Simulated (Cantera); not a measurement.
A freely propagating, adiabatic, planar premixed flame of H₂ : O₂ : N₂ = 1 : 0.179 : 0.671 (molar parts), equivalence ratio 2.8, unburnt at 423 K and 1.01 bar; mixture-averaged transport, grid criteria slope 0.08 and curve 0.16, no radiation.

Model: the H2/O2 subset of GRI-Mech 3.0, which has no nitrogen chemistry, integrated in Cantera. Burning velocities carry a grid error of a few per cent, more on coarse grids.

x: mole fraction of selected species; z is measured from the peak of heat release.

```tsv
z (mm)	T (K)	u (m/s)	x H₂	x O₂	x OH	x H₂O	x O	x H₂O₂
-1.24	423	4.32	0.541	0.0968	<1e-8	<1e-8	<1e-8	<1e-8
-0.824	423	4.32	0.541	0.0968	<1e-8	<1e-8	<1e-8	<1e-8
-0.618	423	4.32	0.541	0.0968	<1e-8	<1e-8	<1e-8	<1e-8
-0.412	423	4.32	0.540	0.0968	<1e-8	8.21e-7	<1e-8	<1e-8
-0.206	…	4.72	0.534	0.0971	5.94e-5	0.00143	8.08e-6	1.52e-5
-0.103	…	7.25	0.503	0.0896	0.000474	0.0246	0.000161	2.77e-5
0	…	10.5	0.437	0.0632	0.000766	0.0843	0.00105	2.34e-6
0.103	1342	12.8	0.373	0.0243	0.00126	0.159	0.00132	4.52e-7
0.206	1456	13.9	0.348	0.00606	0.00118	0.194	0.000572	2.05e-7
0.412	1552	14.7	0.346	0.000408	0.00114	0.206	0.000179	1.18e-7
0.824	1642	15.5	0.353	3.63e-5	0.00114	0.208	0.000116	8.41e-8
1.65	1727	16.2	0.362	1.85e-5	0.00102	0.210	7.07e-5	4.98e-8
3.29	1798	16.7	0.369	9.14e-6	0.000796	0.211	3.55e-5	2.48e-8
```

Q: Complete the blanks.

A: 
- -0.206, T (K): 467
- -0.103, T (K): 738
- 0, T (K): 1097
